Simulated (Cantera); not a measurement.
An adiabatic, constant-pressure homogeneous reactor starts with H2 : O2 : N2 = 1 : 0.5 : 2.4 (molar parts), equivalence ratio 1.0, at 950 K and 2600000 Pa.

Computed with Cantera and the H2/O2 subset of GRI-Mech 3.0, which has no nitrogen chemistry. The hydrogen kinetics of GRI-Mech 3.0 are dated; newer H2 mechanisms differ, most at raised pressure. The pressure lies above the range GRI-Mech 3.0 was tuned for (to about 10 atm).

Problem. Predict: time of steepest temperature rise; temperature at 2.00 s; equilibrium temperature; x(H2) at 2.00 s; x(O2) at 2.00 s; x(H) at 2.00 s; x(H2O2) at 2.00 s; x(H2O) at 2.00 s; x(HO2) at 2.00 s; x(OH) at 2.00 s.

Solution. 
| Property | Result |
|---|---|
| time of steepest temperature rise | 19.1 ms |
| temperature at 2.00 s | 2679 K |
| equilibrium temperature | 2679 K |
| x(H2) at 2.00 s | 0.0114 (gas-phase equilibrium 0.0114) |
| x(O2) at 2.00 s | 0.00409 (gas-phase equilibrium 0.00409) |
| x(H) at 2.00 s | 0.00111 (gas-phase equilibrium 0.00111) |
| x(H2O2) at 2.00 s | 9.11e-7 (gas-phase equilibrium 9.11e-7) |
| x(H2O) at 2.00 s | 0.276 (gas-phase equilibrium 0.276) |
| x(HO2) at 2.00 s | 4.32e-6 (gas-phase equilibrium 4.32e-6) |
| x(OH) at 2.00 s | 0.00672 (gas-phase equilibrium 0.00672) |
